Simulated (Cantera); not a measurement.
Hydrocarbon pyrolysis for carbon deposition

An isothermal, constant-pressure homogeneous reactor starts with C2H4 : H2 = 1 : 9.2 (molar parts), at 1623 K and 390 Pa.

Computed with Cantera and GRI-Mech 3.0 (53 species, 325 reactions). GRI-Mech 3.0 was tuned for natural gas; its chemistry of ethylene as a main component is partial and can be far from experiment. GRI-Mech 3.0 stops at C3 and has no aromatics, soot or wall deposition, so with more carbon than oxygen in the feed, carbon stays in small species such as C2H2 where larger ones or solid carbon would form. Radical loss at walls, strong at low pressure, is not modelled.

```json
[
 {"t (s)": "0.000400", "x C2H4": "0.0979", "x H2": "0.902", "x C2H": "<1e-12", "x C2H2": "0.000121", "x CH3": "3.59e-11"},
 {"t (s)": "0.00110", "x C2H4": "0.0977", "x H2": "0.902", "x C2H": "<1e-12", "x C2H2": "0.000332", "x CH3": "1.77e-10"},
 {"t (s)": "0.00301", "x C2H4": "0.0970", "x H2": "0.902", "x C2H": "3.48e-12", "x C2H2": "0.000911", "x CH3": "5.42e-10"},
 {"t (s)": "0.00826", "x C2H4": "0.0953", "x H2": "0.902", "x C2H": "2.64e-11", "x C2H2": "0.00250", "x CH3": "1.26e-9"},
 {"t (s)": "0.0227", "x C2H4": "0.0905", "x H2": "0.903", "x C2H": "1.98e-10", "x C2H2": "0.00688", "x CH3": "2.45e-9"},
 {"t (s)": "0.0622", "x C2H4": "0.0775", "x H2": "0.904", "x C2H": "1.35e-9", "x C2H2": "0.0187", "x CH3": "4.63e-9"},
 {"t (s)": "0.171", "x C2H4": "0.0478", "x H2": "0.906", "x C2H": "6.07e-9", "x C2H2": "0.0457", "x CH3": "7.03e-9"},
 {"t (s)": "0.469", "x C2H4": "0.0104", "x H2": "0.910", "x C2H": "1.98e-8", "x C2H2": "0.0798", "x CH3": "1.21e-8"},
 {"t (s)": "1.29", "x C2H4": "4.07e-5", "x H2": "0.910", "x C2H": "9.76e-8", "x C2H2": "0.0892", "x CH3": "5.57e-8"},
 {"t (s)": "3.53", "x C2H4": "2.99e-5", "x H2": "0.910", "x C2H": "2.92e-7", "x C2H2": "0.0892", "x CH3": "1.79e-7"},
 {"t (s)": "9.68", "x C2H4": "2.87e-5", "x H2": "0.910", "x C2H": "3.93e-7", "x C2H2": "0.0892", "x CH3": "3.45e-7"},
 {"t (s)": "26.6", "x C2H4": "2.86e-5", "x H2": "0.910", "x C2H": "3.96e-7", "x C2H2": "0.0892", "x CH3": "6.70e-7"},
 {"t (s)": "72.9", "x C2H4": "2.86e-5", "x H2": "0.910", "x C2H": "3.96e-7", "x C2H2": "0.0892", "x CH3": "1.53e-6"},
 {"t (s)": "200", "x C2H4": "2.86e-5", "x H2": "0.910", "x C2H": "3.95e-7", "x C2H2": "0.0891", "x CH3": "3.49e-6"}
]
```
x: mole fraction; the columns are a selection and need not sum to one.

Equilibrium at this temperature and pressure: C2H4 2.86e-5, H2 0.910, C2H 3.95e-7, C2H2 0.0891, CH3 5.96e-6 (gas phase only).
